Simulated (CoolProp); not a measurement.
Values from CoolProp's reference Helmholtz-energy equation of state, Lemmon 2006. It is a short technical equation, of lower accuracy than the large ones.

Give the vapour pressure (MPa), liquid density (kg/m³), enthalpy of vaporisation (kJ/kg), liquid cp (kJ/(kg K)) of saturated carbon monoxide at 103.8 K.


| T (K) | p (MPa) | liquid density (kg/m³) | enthalpy of vaporisation (kJ/kg) | liquid cp (kJ/(kg K)) |
|---|---|---|---|---|
| 103.8 | 0.714 | 685 | 176 | 2.38 |
